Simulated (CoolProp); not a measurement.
Values from CoolProp's reference Helmholtz-energy equation of state, Bücker 2006.

### Question
Give the vapour pressure (MPa), vapour viscosity (µPa s), liquid conductivity (mW/(m K)) of saturated ethane at 192.2, 266.6 K.

### Answer
| T (K) | p (MPa) | vapour viscosity (µPa s) | liquid conductivity (mW/(m K)) |
|---|---|---|---|
| 192.2 | 0.150 | 6.13 | 160 |
| 266.6 | 2.03 | 9.29 | 96.0 |

Viscosity comes from a separate model (Friend 1991). Thermal conductivity comes from a separate model (Friend 1991).
